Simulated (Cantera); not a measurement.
Charge: 1 mol Si, 3.6 mol Cl2, held at 975 K and 13.3 mbar.

Method: chemical equilibrium by Gibbs-energy minimisation in Cantera with the NASA 1993 tables (ideal gas, pure condensed phases). Candidate condensed phases: Si; 9 gas species. Equilibrium is a limit: real reactors are often held back by kinetics, nucleation or transport.

### Question
What is the equilibrium state?

### Answer
```
Item                                  Value
--------------------------------  ---------
x(Cl2)                                0.614
x(SiCl4)                              0.384
x(Cl)                               0.00180
gas amount                        2.602 mol
log10 activity of Si(s) (absent)     -26.73
```
